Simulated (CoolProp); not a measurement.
Vapour pressure (MPa) of R1234ze(Z): the reference equation beside estimates from Tc = 150.1 °C, pc = 3.531 MPa, ω = 0.327. Clausius-Clapeyron is anchored at 66.75 °C with a constant enthalpy of vaporisation of 20.15 kJ/mol.

Model: reference Helmholtz-energy equation of state, Akasaka 2019, in CoolProp.

```csv
T (°C),reference,Lee-Kesler,Clausius-Clapeyron,van der Waals,Peng-Robinson
40.55,0.2949,0.2971,0.3407,0.9412,0.2946
49.25,0.3825,0.3861,0.4197,1.074,0.3826
58.05,0.4902,?,?,1.221,0.4908
66.75,0.6180,0.6243,0.6180,1.377,0.6194
75.45,0.7695,?,?,1.546,0.7721
84.15,0.9475,0.9556,0.8745,1.727,0.9517
92.95,1.158,1.166,1.029,?,1.164
101.65,1.398,1.406,1.200,?,1.407
```

Question: Fill in the missing entries.

Answer: 
- 58.05, Lee-Kesler: 0.4953
- 58.05, Clausius-Clapeyron: 0.5124
- 75.45, Lee-Kesler: 0.7769
- 75.45, Clausius-Clapeyron: 0.7383
- 92.95, van der Waals: 1.923
- 101.65, van der Waals: 2.130

Absolute difference from the reference over all 8 rows, mean and median: Lee-Kesler 0.9 and 0.9 %, Clausius-Clapeyron 8.4 and 8.7 %, van der Waals 121.7 and 111.9 %, Peng-Robinson 0.3 and 0.3 %.
